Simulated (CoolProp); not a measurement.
Vapour-liquid equilibrium of carbon dioxide (1) + CH2F2 (R32) (2) at 222.1 K; x and y are mole fractions of (1).

Model: multi-fluid Helmholtz-energy mixture model, Span 1996 and Tillner-Roth 1997; pair parameters Bell 2016, in CoolProp.

Problem. Give the bubble pressure and the first vapour's composition at x = 0.05, 0.2, 0.35. Is there an azeotrope?

Solution. x = 0.05: 133.3 kPa, y = 0.248; x = 0.2: 219.9 kPa, y = 0.605; x = 0.35: 304.8 kPa, y = 0.761. No azeotrope shows between x = 0.05 and 0.95.

The pair parameters rest on a limited set of measurements; away from them the model extrapolates.
